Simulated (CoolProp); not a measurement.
Computed with CoolProp (reference Helmholtz-energy equation of state, Outcalt 1996). It is a modified Benedict-Webb-Rubin equation, recast in Helmholtz form.

**Question.** For R152A, give the phase and the cp (kJ/(kg K)), viscosity (µPa s) at 108.55 °C and 0.264 MPa; 116.45 °C and 1.36 MPa.

**Answer.** 
- 108.55 °C and 0.264 MPa: gas; cp 1.24, viscosity 14.2
- 116.45 °C and 1.36 MPa: gas; cp 1.38, viscosity 14.7

Viscosity comes from a separate model (Bell 2016), an estimate that may be off by 10 % or more.
